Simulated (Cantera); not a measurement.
## Ignition delay

Mixture: CH4 : O2 : N2 : H2 = 1 : 1.54 : 10.5 : 0.16 (molar parts), equivalence ratio 1.4, at 390 Torr, adiabatic and at constant pressure. Ignition delay is the time to a rise of 400 K.

Detailed kinetics in Cantera: GRI-Mech 3.0 (53 species, 325 reactions).

```tsv
T0 (K)	delay (ms)
1075	164
1125	91.6
1175	51.2
1225	28.8
1275	16.4
1325	9.56
```

- apparent activation energy between 1225 and 1325 K = 150 kJ/mol
